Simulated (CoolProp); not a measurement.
Vapour-liquid equilibrium of C3F8 (R218) (1) + c-C4F8 (RC318) (2) at 433 kPa; x and y are mole fractions of (1).

The numbers come from the multi-fluid Helmholtz-energy mixture model, Lemmon 2006 and Platzer 1990; pair parameters Bell 2016 in CoolProp. This equation is an older, rougher fit; its heat capacities, sound speeds and derivatives of the liquid may be far off and weren't checked against measurements.

Problem. Give the bubble temperature and the first vapour's composition at x = 0.05, 0.25, 0.75. Is there an azeotrope?

Solution. x = 0.05: 34.9 °C, y = 0.069; x = 0.25: 29.7 °C, y = 0.380; x = 0.75: 9.5 °C, y = 0.909. No azeotrope shows between x = 0.05 and 0.95.

The pair parameters rest on a limited set of measurements; away from them the model extrapolates.
